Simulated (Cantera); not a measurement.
A closed system holds: 1 mol B2O3, 3.9 mol HF, held at 42.0 Pa.

Method: chemical equilibrium by Gibbs-energy minimisation in Cantera with the NASA 1993 tables (ideal gas, pure condensed phases). Candidate condensed phases: B, B2O3, B3O3H3, H2O; 43 gas species. Gases not in the tables: H3BO3. Kinetics and transport are ignored.

Question: Which condensed phases are stable at each of these points (T (°C)): 625, 725, 825, 925, 1025, 1125, 1225, 1325?

Answer: 
```json
[
 {"T (°C)": "625", "condensed phases": "B2O3(l)", "B condensed (%)": "52.4"},
 {"T (°C)": "725", "condensed phases": "B2O3(l)", "B condensed (%)": "56.8"},
 {"T (°C)": "825", "condensed phases": "B2O3(l)", "B condensed (%)": "57.2"},
 {"T (°C)": "925", "condensed phases": "B2O3(l)", "B condensed (%)": "40.8"},
 {"T (°C)": "1025", "condensed phases": "gas only", "B condensed (%)": "0.0"},
 {"T (°C)": "1125", "condensed phases": "gas only", "B condensed (%)": "0.0"},
 {"T (°C)": "1225", "condensed phases": "gas only", "B condensed (%)": "0.0"},
 {"T (°C)": "1325", "condensed phases": "gas only", "B condensed (%)": "0.0"}
]
```

From 625 °C to 925 °C the condensed part is B2O3(l). From 1025 °C to 1325 °C nothing is condensed.
